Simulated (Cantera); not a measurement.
A closed system holds: 1 mol C2H6, 0.037 mol H2O, 5.4 mol N2, held at 2427 °C and 1.70 bar.

Method: chemical equilibrium by Gibbs-energy minimisation in Cantera with the NASA 1993 tables (ideal gas, pure condensed phases). Candidate condensed phases: C, C6H6, C7H8, C8H18, H2O; 136 gas species. Equilibrium is a limit: real reactors are often held back by kinetics, nucleation or transport.

Base state: N2 0.602, H2 0.307, HCN 0.0483, H 0.0241, C2H2 (acetylene) 0.00724, HNC 0.00700, CO 0.00431, CN 0.000285 (mole fractions); condensed: C(graphite).

Q: What changes in the equilibrium state with this change: pressure from 1.70 bar to 0.140 bar?

A: 
| species | before | after |
|---|---|---|
| N2 | 0.602 | 0.585 |
| H2 | 0.307 | 0.272 |
| H | 0.0241 | 0.0792 |
| HCN | 0.0483 | 0.0449 |
| CH4 | 1.79e-5 | 1.16e-6 |
| C3 | 5.18e-6 | 6.29e-5 |
| C | 1.25e-6 | 1.51e-5 |
| CH3 | 2.41e-5 | 5.77e-6 |
| CN | 0.000285 | 0.000980 |
| C(graphite), mol | 1.36 | 1.38 |

Q: What changes in the equilibrium state with this change: temperature from 2427 °C to 1302 °C?

A: 
```json
[
 {"species": "N2", "before": "0.602", "after": "0.637"},
 {"species": "H2", "before": "0.307", "after": "0.357"},
 {"species": "CO", "before": "0.00431", "after": "0.00437"},
 {"species": "HCN", "before": "0.0483", "after": "0.000834"},
 {"species": "H", "before": "0.0241", "after": "1.91e-5"},
 {"species": "CN", "before": "0.000285", "after": "<1e-9"},
 {"species": "C4H2", "before": "7.09e-5", "after": "<1e-9"},
 {"species": "C2H", "before": "6.04e-5", "after": "<1e-9"},
 {"species": "C(graphite), mol", "before": "1.36", "after": "1.95"}
]
```
